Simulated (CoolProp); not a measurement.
Properties of carbonyl sulfide at several states (Tc = 378.8 K, pc = 6.369 MPa, ω = 0.098).

Computed with CoolProp (reference Helmholtz-energy equation of state, Lemmon 2006). It is a short technical equation, of lower accuracy than the large ones.

| T (K) | p (MPa) | phase | Z | cp (kJ/(kg K)) | speed of sound (m/s) | fugacity coefficient |
|---|---|---|---|---|---|---|
| 540.9 | 0.147 | gas | 0.9976 | 0.8331 | 299.3 | 0.9976 |
| 535 | 0.274 | gas | 0.9953 | 0.8328 | 297.3 | 0.9953 |
| 429.3 | 0.813 | gas | 0.9706 | 0.8051 | 263.7 | 0.9713 |
| 398 | 0.0102 | gas | 0.9995 | 0.7625 | 259.4 | 0.9995 |
